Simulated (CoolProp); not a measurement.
Ethanol at several states: Z from the reference equation and from simpler models built on Tc = 514.7 K, pc = 6268 kPa, ω = 0.644; each cubic takes its own stable root.

The numbers come from the reference Helmholtz-energy equation of state, Schroeder 2014 in CoolProp.

```
T (K)  p (kPa)   phase  reference  van der Waals  Redlich-Kwong
-----  -------  ------  ---------  -------------  -------------
253.6     8220  liquid        [?]            [?]         0.2701
256      22200  liquid        [?]            [?]            [?]
480       74.5     gas     0.9950         0.9958         0.9950
```

Question: Some entries are withheld; supply them.

Answer: 
- 253.6, reference: 0.2168
- 253.6, van der Waals: 0.3976
- 256, reference: 0.5751
- 256, van der Waals: 1.043
- 256, Redlich-Kwong: 0.7161
